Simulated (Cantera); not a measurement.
Input (Python, Cantera):

```python
import numpy as np
import cantera as ct

gas = ct.Solution("gri30.yaml")
gas.TPX = 1748, 22000, {'H2': 1, 'O2': 0.25, 'N2': 0.94}
reactor = ct.IdealGasConstPressureReactor(gas, energy="on", clone=False)
net = ct.ReactorNet([reactor])
net.rtol, net.atol = 1e-08, 1e-16
show = ['H2', 'O2', 'OH', 'O', 'NO']
times = np.geomspace(2e-06, 2, 16)

steps = ct.SolutionArray(gas, extra=["t"])
rows = []
print(f"{'t/s':>10s}{'T/K':>9s}{'P/Pa':>11s}" + "".join(f"{s:>11s}" for s in show))
for t in times:
    while net.time < t:
        t_next = net.step()
        steps.append(gas.state, t=t_next)
    rows.append([np.interp(t, steps.t, y) for y in (steps.T, steps.P, *steps(*show).X.T)])
    print(f"{t:10.3e}{rows[-1][0]:9.1f}{rows[-1][1]:11.4g}" + "".join(f"{x:11.3e}" for x in rows[-1][2:]))
rate = np.gradient(steps.T, steps.t)
print("integrator steps:", len(steps.t))
if steps.T.max() > steps.T[0] + 200:
    print(f"time of steepest temperature rise: {steps.t[rate.argmax()]:.4e} s")
gas.TPX = 1748, 22000, {'H2': 1, 'O2': 0.25, 'N2': 0.94}
gas.equilibrate("HP")
print(f"equilibrium (HP): T = {gas.T:.1f} K  " + "  ".join(f"{s} {gas[s].X[0]:.3e}" for s in show))
```

Result:

```
       t/s      T/K       P/Pa         H2         O2         OH          O         NO
 2.000e-06   1748.0    2.2e+04  4.566e-01  1.142e-01  1.878e-07  1.640e-07  3.988e-15
 5.024e-06   1748.0    2.2e+04  4.566e-01  1.141e-01  1.046e-06  9.055e-07  5.479e-14
 1.262e-05   1748.1    2.2e+04  4.563e-01  1.140e-01  2.039e-05  1.783e-05  1.897e-12
 3.170e-05   1820.4    2.2e+04  2.823e-01  4.741e-02  9.407e-03  7.957e-03  6.265e-08
 7.962e-05   1951.9    2.2e+04  1.773e-01  5.293e-03  1.630e-02  1.127e-02  3.824e-06
 2.000e-04   2110.8    2.2e+04  1.884e-01  4.430e-03  1.825e-02  9.995e-03  1.348e-05
 5.024e-04   2339.3    2.2e+04  2.030e-01  3.223e-03  1.983e-02  7.723e-03  4.323e-05
 1.262e-03   2592.4    2.2e+04  2.180e-01  1.991e-03  1.940e-02  4.976e-03  1.913e-04
 3.170e-03   2732.3    2.2e+04  2.263e-01  1.362e-03  1.782e-02  3.467e-03  7.795e-04
 7.962e-03   2740.7    2.2e+04  2.277e-01  1.281e-03  1.743e-02  3.284e-03  1.704e-03
 2.000e-02   2740.0    2.2e+04  2.280e-01  1.268e-03  1.734e-02  3.258e-03  2.007e-03
 5.024e-02   2740.0    2.2e+04  2.280e-01  1.268e-03  1.734e-02  3.257e-03  2.012e-03
 1.262e-01   2740.0    2.2e+04  2.280e-01  1.268e-03  1.734e-02  3.257e-03  2.012e-03
 3.170e-01   2740.0    2.2e+04  2.280e-01  1.268e-03  1.734e-02  3.257e-03  2.012e-03
 7.962e-01   2740.0    2.2e+04  2.280e-01  1.268e-03  1.734e-02  3.257e-03  2.012e-03
 2.000e+00   2740.0    2.2e+04  2.280e-01  1.268e-03  1.734e-02  3.257e-03  2.012e-03
integrator steps: 1140
time of steepest temperature rise: 3.1075e-05 s
equilibrium (HP): T = 2740.0 K  H2 2.280e-01  O2 1.268e-03  OH 1.734e-02  O 3.257e-03  NO 2.012e-03
```

Model: GRI-Mech 3.0 (53 species, 325 reactions), integrated in Cantera.
